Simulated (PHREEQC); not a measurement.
**Copper plating or etch bath: an equilibrium model**

Make-up at 25 °C: 0.0031 mol/kgw CuCl2 and 0.17 mol/kgw HNO3. Closed to the air; pH follows from the charge balance.

Equilibrium calculation in PHREEQC: ion-association model, phreeqc.dat.

| Quantity | Result |
|---|---|
| pH | 0.86 |
| ionic strength | 0.179 mol/kgw |
| activity of water | 0.994 |
| specific conductance | 57600 µS/cm |
| density | 1.003 g/cm³ |
| total alkalinity | -170 meq/kg |

```tsv
species	molality	activity	log γ
H+	0.170	0.136	-0.096
NO3-	0.170	0.120	-0.152
Cl-	0.00618	0.00447	-0.140
Cu+2	0.00308	0.00104	-0.471
CuCl+	1.73e-5	1.26e-5	-0.139
CuCl2	2.90e-8	3.02e-8	0.018
```

No solid was allowed to form. Complexes and solids missing from the database can't appear.
